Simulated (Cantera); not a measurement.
A perfectly stirred reactor is fed with CH4 : N2 = 1 : 1.1 (molar parts), at 0.160 bar; it is held at 1950 K, and followed from long to short residence time.

Model: GRI-Mech 3.0 (53 species, 325 reactions), integrated in Cantera. GRI-Mech 3.0 stops at C3 and has no aromatics, soot or wall deposition, so with more carbon than oxygen in the feed, carbon stays in small species such as C2H2 where larger ones or solid carbon would form.

Task: Predict: x(CH4) at τ = 6.40 s; x(C2H2) at τ = 6.40 s; x(CH3) at τ = 6.40 s; x(H2) at τ = 6.40 s; x(H) at τ = 6.40 s; x(CH4) at τ = 0.200 s; x(C2H2) at τ = 0.200 s; x(CH3) at τ = 0.200 s; x(H2) at τ = 0.200 s; x(H) at τ = 0.200 s.

Result: 
| Item | Result |
|---|---|
| x(CH4) at τ = 6.40 s | 0.00217 |
| x(C2H2) at τ = 6.40 s | 0.160 |
| x(CH3) at τ = 6.40 s | 0.000176 |
| x(H2) at τ = 6.40 s | 0.480 |
| x(H) at τ = 6.40 s | 0.00196 |
| x(CH4) at τ = 0.200 s | 0.0140 |
| x(C2H2) at τ = 0.200 s | 0.156 |
| x(CH3) at τ = 0.200 s | 0.000980 |
| x(H2) at τ = 0.200 s | 0.468 |
| x(H) at τ = 0.200 s | 0.00167 |
